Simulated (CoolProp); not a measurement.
Vapour-liquid equilibrium of carbon dioxide (1) + 1-butene (2) at -40.95 °C; x and y are mole fractions of (1).

Model: multi-fluid Helmholtz-energy mixture model, Span 1996 and Lemmon 2005; pair parameters Bell 2016, in CoolProp.

Question: Give the bubble pressure and the first vapour's composition at x = 0.05, 0.35, 0.5. Is there an azeotrope?

Answer: x = 0.05: 85.91 kPa, y = 0.765; x = 0.35: 469.0 kPa, y = 0.965; x = 0.5: 603.6 kPa, y = 0.976. No azeotrope shows between x = 0.05 and 0.95.

Pair parameters are fitted to limited data, so mixtures are less certain than the pure fluids.
